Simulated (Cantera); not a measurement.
An adiabatic, constant-pressure homogeneous reactor starts with 5.80 % CH4, 3.13 % H2, 19.1 % O2, 72.0 % N2, equivalence ratio 0.69, at 1748 K and 1.58 atm.

Detailed kinetics in Cantera: GRI-Mech 3.0 (53 species, 325 reactions).

One state of this run: T (K) = 2756; x CH4 = <1e-12; x H2 = 0.00752; x O2 = 0.0590; x CH3 = <1e-12; x CH2 = <1e-12; x NO2 = 2.87e-6; x CH2CO = <1e-12. x: mole fraction; the columns are a selection and need not sum to one.

**Question.** Which value of t (s) does it belong to?
A. 6.37e-6
B. 0.000658
C. 2.03e-5
D. 6.47e-5

**Answer.** B, 0.000658
